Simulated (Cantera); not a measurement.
Charge: 1 mol Si2Cl6, 0.61 mol Cl2, 210 mol H2, equilibrated at 850 °C and 1000 Pa.

Equilibrium computed with Cantera from the NASA thermochemical tables; the gas is ideal and each condensed phase is pure. Candidate condensed phases: Si; 19 gas species. The feed counts by its element totals alone. The tables' values for SiCl3 are old estimates; treat these amounts as uncertain. The numbers say what is thermodynamically allowed, not how fast it happens.

Base state: H2 0.971, HCl 0.0264, SiCl2 0.00152, SiCl4 0.000595, SiHCl3 0.000375, SiCl3 0.000270, SiH2Cl2 2.89e-5 (mole fractions); condensed: Si(s).

What changes in the equilibrium state with this change: temperature from 850 °C to 1325 °C?


| species | before | after |
|---|---|---|
| H2 | 0.971 | 0.969 |
| HCl | 0.0264 | 0.0281 |
| SiCl2 | 0.00152 | 0.00281 |
| SiCl4 | 0.000595 | 1.08e-7 |
| H | 4.20e-7 | 0.000524 |
| Cl | 1.02e-8 | 1.20e-5 |
| Si(s), mol | 1.41 | 1.39 |
